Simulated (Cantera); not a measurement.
Feed: 1 mol CS₂, 0.63 mol H₂O, 0.04 mol O₂, held at 1602 °C and 10.0 Torr.

Cantera equilibrium calculation (NASA polynomials, part measured and part estimated; ideal gas, pure solids and liquids). Rates play no part.

```json
[
 {"species": "CO", "before": "0.301", "after": "0.295"},
 {"species": "S₂", "before": "0.293", "after": "0.292"},
 {"species": "H₂", "before": "0.246", "after": "0.239"},
 {"species": "CS₂", "before": "0.105", "after": "0.0814"},
 {"species": "CS", "before": "0.0179", "after": "0.0390"},
 {"species": "S", "before": "0.00623", "after": "0.0173"},
 {"species": "H₂S", "before": "0.0131", "after": "0.00828"},
 {"species": "SH", "before": "0.0143", "after": "0.0199"},
 {"species": "H", "before": "0.00281", "after": "0.00806"},
 {"species": "COS", "before": "0.000567", "after": "0.000371"}
]
```
Gas species are given as mole fractions.

Which change was made?
A) O₂ from 0.04 to 0.13 mol
B) 0.75 mol CO₂ added
C) O₂ from 0.04 to 2.8 mol
D) temperature from 1602 °C to 1750 °C

D, temperature from 1602 °C to 1750 °C
